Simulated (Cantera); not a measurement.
A perfectly stirred reactor is fed with 1.47 % CO, 0.561 % O2, 3.02 % H2O, 86.3 % N2, 8.63 % H2, at 1000000 Pa; it is held at 1075 K, and followed from long to short residence time.

Model: GRI-Mech 3.0 (53 species, 325 reactions), integrated in Cantera. The hydrogen kinetics of GRI-Mech 3.0 are dated; newer H2 mechanisms differ, most at raised pressure.

One state of this run: x CO = 0.0139; x O2 = 0.00242; x H2O = 0.0359; x NO2 = 1.70e-12; x OH = 2.34e-8; x H2 = 0.0810; x H = 1.09e-6. x: mole fraction; the columns are a selection and need not sum to one.

Problem. Which value of τ (s) does it belong to?
A) 0.52
B) 0.0030
C) 0.0094
D) 0.017

Solution. D, 0.017
